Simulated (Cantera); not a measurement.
Adiabatic ignition

An adiabatic, constant-volume homogeneous reactor starts with CH4 : C2H6 : O2 : N2 = 1 : 0.25 : 1.31 : 6.93 (molar parts), equivalence ratio 2.2, at 1550 K and 24000 Pa.

Detailed kinetics in Cantera: GRI-Mech 3.0 (53 species, 325 reactions).

```
t (s)     T (K)  P (bar)     x CH4   x C2H6     x O2     x CH2     x CO2
--------  -----  -------  --------  -------  -------  --------  --------
6.00e-6    1549    0.240     0.105   0.0262    0.138   1.30e-9   2.15e-9
1.33e-5    1548    0.240     0.105   0.0261    0.138   7.70e-9   2.88e-8
2.93e-5    1545    0.239     0.105   0.0257    0.138   4.71e-8   3.83e-7
6.48e-5    1540    0.239     0.105   0.0246    0.137   2.85e-7   5.24e-6
0.000143   1542    0.240     0.102   0.0206    0.134   1.10e-6   5.41e-5
0.000317   1647    0.263    0.0823  0.00742    0.112   7.37e-6  0.000567
0.000701   2593    0.473  0.000315  6.20e-9  7.89e-6   2.43e-5    0.0115
0.00155    2566    0.471   4.96e-8   <1e-12  1.28e-5   5.91e-9    0.0110
0.00343    2533    0.466  5.28e-12   <1e-12  2.43e-5  1.42e-12    0.0111
0.00757    2520    0.464  3.19e-12   <1e-12  3.03e-5  1.04e-12    0.0112
0.0167     2520    0.464  3.05e-12   <1e-12  3.09e-5  1.01e-12    0.0112
0.0370     2520    0.464  3.02e-12   <1e-12  3.10e-5  1.01e-12    0.0112
0.0818     2520    0.464  3.02e-12   <1e-12  3.10e-5  1.01e-12    0.0112
0.181      2520    0.464  3.02e-12   <1e-12  3.10e-5  1.01e-12    0.0112
0.400      2520    0.464  3.02e-12   <1e-12  3.10e-5  1.01e-12    0.0112
```
x: mole fraction; the columns are a selection and need not sum to one.

```json
{
  "time_of_steepest_temperature_rise": "0.444 ms",
  "temperature at 0.400 s": "2520 K",
  "equilibrium_temperature": "2520 K",
  "x(CH4) at 0.400 s": "3.02e-12 (gas-phase equilibrium 3.36e-12)",
  "x(C2H6) at 0.400 s": "<1e-12 (gas-phase equilibrium <1e-12)",
  "x(O2) at 0.400 s": "3.10e-5 (gas-phase equilibrium 3.10e-5)"
}
```
